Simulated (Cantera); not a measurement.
A closed system holds: 1 mol HCl, 0.11 mol H2, equilibrated at 2548.15 K and 1.00 bar.

Cantera equilibrium calculation (NASA polynomials, part measured and part estimated; ideal gas, pure solids and liquids). Equilibrium is a limit: real reactors are often held back by kinetics, nucleation or transport.

Base state: HCl 0.820, H2 0.117, Cl 0.0522, H 0.0106, Cl2 0.000184 (mole fractions); condensed: gas only.

Problem. What changes in the equilibrium state with this change: HCl replaced by H2S?

Solution. 
```csv
species,before,after
H2,0.117,0.591
S2,0,0.237
SH,0,0.0693
HCl,0.820,0
H2S,0,0.0527
Cl,0.0522,0
S,0,0.0260
H,0.0106,0.0238
Cl2,0.000184,0
```
Further candidate phases: S.
